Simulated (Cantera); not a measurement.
Cantera run:

```python
import numpy as np
import cantera as ct

gas_names = """
    CL CL2 H HCL H2 Si SiCL SiCL2 SiCL3 SiCL4 SiH SiHCL3 SiH2 SiH2CL2 SiH3 SiH3CL SiH4 Si2 Si3
""".split()
cond_names = """
    Si(cr) Si(L)
""".split()


def load(file, names, dense=False):
    # The tables refer to 1 bar. Condensed volumes are neglected.
    table = {s.name: s for s in ct.Species.list_from_file(file)}
    out = []
    for n in names:
        d = dict(table[n].input_data)
        d["thermo"] = dict(d["thermo"], **{"reference-pressure": 1e5})
        if dense:
            d["equation-of-state"] = {"model": "constant-volume", "density": "1e6 g/cm^3"}
        out.append(ct.Species.from_dict(d))
    return out


gas = ct.Solution(thermo="ideal-gas", species=load("nasa_gas.yaml", gas_names))
cond = {s.name: ct.Solution(thermo="fixed-stoichiometry", species=[s], name=s.name)
        for s in load("nasa_condensed.yaml", cond_names, dense=True)}
atoms = {
    'Si3H8': {'Si': 3, 'H': 8},
    'HCl': {'H': 1, 'CL': 1},
    'H2': {'H': 2},
}
top_T = {}  # K; cautious upper limits of use, not melting points


def equilibrate(T, P, feed):
    n = {}
    for name, mol in feed.items():
        for a, k in atoms[name].items():
            n[a] = n.get(a, 0.0) + k * mol
    gas.TPX = T, P, n
    mass = sum(n.values()) * gas.mean_molecular_weight
    gas.equilibrate("TP")
    valid = [c for c in cond.values() if c.min_temp <= T <= top_T.get(c.name, c.max_temp)]
    mix = ct.Mixture([(gas, mass / gas.mean_molecular_weight)] + [(c, 0.0) for c in valid])
    mix.T, mix.P = T, P
    mix.equilibrate("TP", solver="vcs", rtol=1e-11, max_steps=5000)
    return mix


results = []
feed = {'Si3H8': 1, 'HCl': 4.9, 'H2': 34}  # mol
P = 440  # Pa
for T in [825, 900, 975, 1050, 1125, 1200, 1275, 1350, 1425, 1500, 1575, 1650]:
    mix = equilibrate(T, P, feed)
    results.append((T, P, feed, dict(zip(mix.species_names, mix.species_moles))))
    x = sorted(zip(gas.X, gas.species_names), reverse=True)
    print(f"T = {T:g} K  P = {P:g} Pa  gas = {mix.phase_moles(0):.4g} mol")
    print("   x: " + "  ".join(f"{s} {v:.3e}" for v, s in x if v > 0.0001))
    print("   condensed (mol): " + ("  ".join(f"{mix.phase(i).name} {mix.phase_moles(i):.4g}"
          for i in range(1, mix.n_phases) if mix.phase_moles(i) > 1e-12) or "none"))
```

Result:

```
T = 825 K  P = 440 Pa  gas = 41.67 mol
   x: H2 9.652e-01  SiCL4 2.389e-02  SiHCL3 5.385e-03  HCL 5.295e-03  SiH2CL2 1.024e-04
   condensed (mol): Si(cr) 1.77
T = 900 K  P = 440 Pa  gas = 41.76 mol
   x: H2 9.600e-01  SiCL4 2.218e-02  HCL 1.228e-02  SiHCL3 4.924e-03  SiCL3 3.151e-04  SiCL2 2.135e-04  SiH2CL2 1.037e-04
   condensed (mol): Si(cr) 1.842
T = 975 K  P = 440 Pa  gas = 41.91 mol
   x: H2 9.508e-01  HCL 2.427e-02  SiCL4 1.883e-02  SiHCL3 4.218e-03  SiCL2 1.000e-03  SiCL3 8.157e-04
   condensed (mol): Si(cr) 1.954
T = 1050 K  P = 440 Pa  gas = 42.16 mol
   x: H2 9.371e-01  HCL 4.121e-02  SiCL4 1.345e-02  SiCL2 3.387e-03  SiHCL3 3.174e-03  SiCL3 1.585e-03
   condensed (mol): Si(cr) 2.086
T = 1125 K  P = 440 Pa  gas = 42.48 mol
   x: H2 9.217e-01  HCL 5.925e-02  SiCL2 8.070e-03  SiCL4 6.951e-03  SiCL3 2.135e-03  SiHCL3 1.878e-03
   condensed (mol): Si(cr) 2.189
T = 1200 K  P = 440 Pa  gas = 42.73 mol
   x: H2 9.107e-01  HCL 7.122e-02  SiCL2 1.315e-02  SiCL4 2.288e-03  SiCL3 1.852e-03  SiHCL3 7.958e-04
   condensed (mol): Si(cr) 2.226
T = 1275 K  P = 440 Pa  gas = 42.84 mol
   x: H2 9.064e-01  HCL 7.532e-02  SiCL2 1.622e-02  SiCL3 1.178e-03  SiCL4 5.568e-04  SiHCL3 2.705e-04
   condensed (mol): Si(cr) 2.218
T = 1350 K  P = 440 Pa  gas = 42.88 mol
   x: H2 9.055e-01  HCL 7.575e-02  SiCL2 1.782e-02  SiCL3 6.883e-04  SiCL4 1.326e-04
   condensed (mol): Si(cr) 2.196
T = 1425 K  P = 440 Pa  gas = 42.89 mol
   x: H2 9.055e-01  HCL 7.513e-02  SiCL2 1.882e-02  SiCL3 4.084e-04
   condensed (mol): Si(cr) 2.172
T = 1500 K  P = 440 Pa  gas = 42.9 mol
   x: H2 9.056e-01  HCL 7.425e-02  SiCL2 1.955e-02  H 2.525e-04  SiCL3 2.520e-04
   condensed (mol): Si(cr) 2.149
T = 1575 K  P = 440 Pa  gas = 42.91 mol
   x: H2 9.057e-01  HCL 7.334e-02  SiCL2 2.013e-02  H 5.962e-04  SiCL3 1.620e-04
   condensed (mol): Si(cr) 2.127
T = 1650 K  P = 440 Pa  gas = 42.93 mol
   x: H2 9.053e-01  HCL 7.243e-02  SiCL2 2.061e-02  H 1.303e-03  SiCL3 1.082e-04
   condensed (mol): Si(cr) 2.104
```

These are equilibrium values from Cantera (NASA tables, ideal gas, pure condensed phases), not measurements of a reactor. The feed counts by its element totals alone. The tables' values for SiCl3, SiCl are old estimates; treat these amounts as uncertain.
